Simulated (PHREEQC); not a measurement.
1 kg of water holding 0.0054 mol SrCl2, 0.32 mol MgCl2, 0.23 mol NaCl, 0.48 mol KCl and 0.2 mol CaCl2 is evaporated at 25 °C; the solids stay in contact with the brine. CO2 from the air is kept out. Only these solids could form: Bischofite, Brucite, Carnallite, Halite, Portlandite, Sylvite, MgCl2_4H2O.

All values are PHREEQC results (Pitzer model, pitzer.dat), not measurements.

| water left (kg) | ionic strength | water activity | Sylvite (mol) | Carnallite (mol) | Halite (mol) |
|---|---|---|---|---|---|
| 1 | 2.29 | 0.948 | 0 | 0 | 0 |
| 0.8219 | 2.78 | … | 0 | 0 | 0 |
| 0.5552 | 4.12 | 0.897 | 0 | 0 | 0 |
| 0.4563 | 5.01 | 0.869 | 0 | 0 | 0 |
| 0.3082 | 7.42 | 0.784 | 0 | 0 | 0 |
| 0.2533 | 8.97 | 0.725 | 0.0126 | 0 | 0 |
| 0.1711 | 11.5 | 0.617 | 0.298 | 0 | 0.0200 |
| 0.1407 | … | 0.566 | 0.364 | 0 | 0.124 |
| 0.08207 | 15.7 | 0.453 | 0.315 | 0.120 | … |
| 0.0529 | 17.3 | 0.402 | 0.217 | 0.233 | 0.220 |

Q: Some entries are withheld; supply them.

A: 
- 0.8219, water activity: 0.936
- 0.1407, ionic strength: 12.8
- 0.08207, Halite (mol): 0.206
